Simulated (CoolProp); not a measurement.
Vapour-liquid equilibrium of dimethyl ether (1) + n-perfluorobutane (2) at 349.2 K; x and y are mole fractions of (1).

Model: multi-fluid Helmholtz-energy mixture model, Wu 2011 and Gao 2022; pair parameters Bell 2016, in CoolProp.

Q: Give the bubble pressure and the first vapour's composition at x = 0.35, 0.875, 0.95. Is there an azeotrope?

A: x = 0.35: 2.035 MPa, y = 0.527; x = 0.875: 2.320 MPa, y = 0.828; x = 0.95: 2.199 MPa, y = 0.912. y crosses x between x = 0.725 and 0.8: the model has an azeotrope there.

The pair parameters rest on a limited set of measurements; away from them the model extrapolates.
